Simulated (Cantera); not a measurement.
A perfectly stirred reactor is fed with CH₄ : H₂ : CO₂ = 0.0035 : 1 : 0.004 (molar parts), at 29.3 Torr; it is held at 2825 K, and followed from long to short residence time.

Detailed kinetics in Cantera: GRI-Mech 3.0 (53 species, 325 reactions). Radical loss at walls, strong at low pressure, is not modelled.

x: mole fraction; the columns are a selection and need not sum to one.

```csv
τ (s),x CH₄,x H₂,x CO₂,x OH,x CH₂,x CH₂O,x H₂O
0.36,1.57e-7,0.662,5.80e-7,5.20e-5,1.09e-6,2.20e-10,0.000362
0.14,7.27e-7,0.702,8.38e-7,5.02e-5,3.53e-6,6.24e-10,0.000421
0.058,4.07e-6,0.767,1.71e-6,5.23e-5,1.01e-5,2.22e-9,0.000618
0.024,2.51e-5,0.845,5.03e-6,6.13e-5,2.21e-5,8.91e-9,0.00122
0.0095,0.000126,0.903,1.83e-5,6.64e-5,3.56e-5,2.84e-8,0.00235
0.0038,?,0.932,?,?,?,?,0.00321
0.0016,0.000935,0.948,0.000205,4.42e-5,5.34e-5,8.28e-8,0.00346
0.00063,0.00181,0.962,0.000689,2.73e-5,4.50e-5,9.03e-8,0.00316
0.00025,0.00260,0.976,0.00196,1.10e-5,2.07e-5,6.43e-8,0.00196
0.00010,?,0.985,?,?,?,?,?
```

Fill in the missing entries.


- 0.0038, x CH₄: 0.000406
- 0.0038, x CO₂: 6.46e-5
- 0.0038, x OH: 5.80e-5
- 0.0038, x CH₂: 4.68e-5
- 0.0038, x CH₂O: 5.71e-8
- 0.00010, x CH₄: 0.00303
- 0.00010, x CO₂: 0.00335
- 0.00010, x OH: 3.10e-6
- 0.00010, x CH₂: 6.16e-6
- 0.00010, x CH₂O: 3.39e-8
- 0.00010, x H₂O: 0.000604
